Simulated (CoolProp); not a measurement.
The numbers come from the reference Helmholtz-energy equation of state, Setzmann 1991 in CoolProp.

**Question.** For methane, give the phase and the cp (kJ/(kg K)), speed of sound (m/s), Prandtl number at 147.1 K and 3.15 bar; 229.5 K and 3.15 bar.

**Answer.** 
- 147.1 K and 3.15 bar: gas; cp 2.23, speed of sound 309, Prandtl number 0.811
- 229.5 K and 3.15 bar: gas; cp 2.15, speed of sound 394, Prandtl number 0.754

Viscosity comes from a separate model (Quiñones-Cisneros 2006). Thermal conductivity comes from a separate model (Friend 1989).
